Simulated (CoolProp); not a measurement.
A simple Rankine cycle with R21: condensing at 312.15 K, boiler at 2.92 MPa, turbine inlet 472 K, turbine efficiency 0.85, pump efficiency 0.7, no recuperator. Each further row changes one setting.

Values from CoolProp's reference Helmholtz-energy equation of state, Platzer 1990. This equation is an older, rougher fit; its heat capacities, sound speeds and derivatives of the liquid may be far off and weren't checked against measurements.

| case | thermal efficiency (%) | net work (kJ/kg) | heat in (kJ/kg) | turbine exit temperature (K) | volume ratio over the turbine |
|---|---|---|---|---|---|
| as stated | 17.7 | 54.6 | 308 | 358.2 | 9.09 |
| condensing temperature 304.15 K | … | 60.1 | 316 | 348.4 | 11.5 |
| boiler pressure 2.04 MPa | … | 50.0 | … | 379.1 | 6.29 |
| turbine efficiency 0.75 | 15.5 | 47.8 | 308 | 368.0 | 9.38 |

### Question
What belongs in the gaps?

### Answer

- condensing temperature 304.15 K, thermal efficiency (%): 19.0
- boiler pressure 2.04 MPa, thermal efficiency (%): 15.8
- boiler pressure 2.04 MPa, heat in (kJ/kg): 317
